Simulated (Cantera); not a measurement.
Feed: 1 mol Si3N4, 1 mol NF3, 13 mol H2, held at 625 °C and 5.10 mbar.

Cantera equilibrium calculation (NASA polynomials, part measured and part estimated; ideal gas, pure solids and liquids). Candidate condensed phases: Si, Si3N4; 37 gas species. Rates play no part.

Base state: H2 0.881, N2 0.0678, SiF4 0.0507, HF 0.000236, SiHF3 6.34e-5 (mole fractions); condensed: Si3N4(s).

Problem. What changes in the equilibrium state with this change: 0.22 mol Cl2 added?

Solution. 
```json
[
 {"species": "H2", "before": "0.881", "after": "0.854"},
 {"species": "N2", "before": "0.0678", "after": "0.0668"},
 {"species": "SiF4", "before": "0.0507", "after": "0.0500"},
 {"species": "HCl", "before": "0", "after": "0.0294"},
 {"species": "SiHF3", "before": "6.34e-5", "after": "6.19e-5"},
 {"species": "HF", "before": "0.000236", "after": "0.000231"},
 {"species": "Si3N4(s), mol", "before": "0.750", "after": "0.750"}
]
```
Further candidate phases: NH4Cl.

Problem. What changes in the equilibrium state with this change: temperature from 625 °C to 1050 °C?

Solution. 
| species | before | after |
|---|---|---|
| H2 | 0.881 | 0.877 |
| N2 | 0.0678 | 0.0678 |
| SiF4 | 0.0507 | 0.0463 |
| HF | 0.000236 | 0.00411 |
| SiF2 | <1e-9 | 0.000186 |
| H | 1.44e-9 | 2.08e-5 |
| SiF3 | 1.19e-6 | 0.00326 |
| SiH2F2 | 4.42e-8 | 1.34e-5 |
| Si3N4(s), mol | 0.750 | 0.749 |
The tables' values for SiF3, SiF2 are old estimates; treat these amounts as uncertain.
